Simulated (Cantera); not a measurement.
A closed system holds: 1 mol H2S, 1.6 mol H2O, 0.083 mol H2, at 2973 K and 170 Pa.

Method: chemical equilibrium by Gibbs-energy minimisation in Cantera with the NASA 1993 tables (ideal gas, pure condensed phases). Candidate condensed phases: H2O, H2SO4, S; 19 gas species. The numbers say what is thermodynamically allowed, not how fast it happens.

Base state: H 0.645, O 0.166, S 0.108, H2 0.0335, SO 0.0250, OH 0.0140, O2 0.00438, H2O 0.00223 (mole fractions); condensed: gas only.

Problem. What changes in the equilibrium state with this change: H2S replaced by HBr?

Solution. 
```json
[
 {"species": "H", "before": "0.645", "after": "0.585"},
 {"species": "O", "before": "0.166", "after": "0.210"},
 {"species": "Br", "before": "0", "after": "0.151"},
 {"species": "S", "before": "0.108", "after": "0"},
 {"species": "SO", "before": "0.0250", "after": "0"},
 {"species": "H2", "before": "0.0335", "after": "0.0276"},
 {"species": "OH", "before": "0.0140", "after": "0.0161"},
 {"species": "SO2", "before": "0.00122", "after": "0"},
 {"species": "HBr", "before": "0", "after": "0.00118"},
 {"species": "SH", "before": "0.00106", "after": "0"},
 {"species": "S2", "before": "0.000365", "after": "0"}
]
```
Further candidate phases: Br2.
